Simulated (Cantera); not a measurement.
Adiabatic ignition

An adiabatic, constant-volume homogeneous reactor starts with 7.58 % CH₄, 19.4 % O₂, 73.0 % N₂, equivalence ratio 0.78, at 1548 K and 0.440 bar.

Model: GRI-Mech 3.0 (53 species, 325 reactions), integrated in Cantera.

```
t (s)     T (K)  P (bar)   x CH₄    x O₂      x O    x CH₂O    x C₂H₄   x CH₂CO
--------  -----  -------  ------  ------  -------  --------  --------  --------
5.00e-6    1548    0.440  0.0758   0.194  1.14e-8   3.90e-9    <1e-12    <1e-12
1.36e-5    1548    0.440  0.0758   0.194  1.36e-8   3.40e-8  1.15e-11    <1e-12
3.70e-5    1548    0.440  0.0758   0.194  1.94e-8   2.87e-7  3.61e-10    <1e-12
0.000100   1548    0.440  0.0757   0.194  4.01e-8   2.64e-6   1.12e-8    <1e-12
0.000273   1548    0.440  0.0757   0.194  1.42e-7   3.00e-5   5.00e-7  1.88e-10
0.000743   1552    0.441  0.0744   0.193  1.16e-6  0.000469   4.66e-5   2.83e-7
0.00202    2771    0.820  <1e-12  0.0489   0.0120  1.12e-10    <1e-12    <1e-12
0.00549    2762    0.816  <1e-12  0.0449   0.0110  1.12e-10    <1e-12    <1e-12
0.0149     2761    0.816  <1e-12  0.0446   0.0109  1.12e-10    <1e-12    <1e-12
0.0406     2761    0.816  <1e-12  0.0446   0.0109  1.12e-10    <1e-12    <1e-12
0.110      2761    0.816  <1e-12  0.0446   0.0109  1.12e-10    <1e-12    <1e-12
0.300      2761    0.816  <1e-12  0.0446   0.0109  1.12e-10    <1e-12    <1e-12
```
x: mole fraction; the columns are a selection and need not sum to one.

The time of steepest temperature rise comes out as 1.29 ms. The temperature at 0.300 s is 2761 K. The equilibrium temperature comes out as 2761 K. The x(CH₄) at 0.300 s is <1e-12 (gas-phase equilibrium <1e-12) and the x(O₂) at 0.300 s is 0.0446 (gas-phase equilibrium 0.0446). The x(O) at 0.300 s is 0.0109 (gas-phase equilibrium 0.0109).
